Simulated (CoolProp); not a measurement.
Vapour-liquid equilibrium of ethanol (1) + ethylbenzene (2) at 367.3 K; x and y are mole fractions of (1).

Values from CoolProp's multi-fluid Helmholtz-energy mixture model, Schroeder 2014 and Zhou 2012; pair parameters Bell 2016.

### Question
Give the bubble pressure and the first vapour's composition at x = 0.15, 0.75, 0.95. Is there an azeotrope?

### Answer
x = 0.15: 0.1111 MPa, y = 0.767; x = 0.75: 0.1688 MPa, y = 0.891; x = 0.95: 0.1804 MPa, y = 0.965. No azeotrope shows between x = 0.05 and 0.95.

The pair parameters rest on a limited set of measurements; away from them the model extrapolates. With so large a gap from Raoult's law the liquid may split in two, which this calculation doesn't test in full.
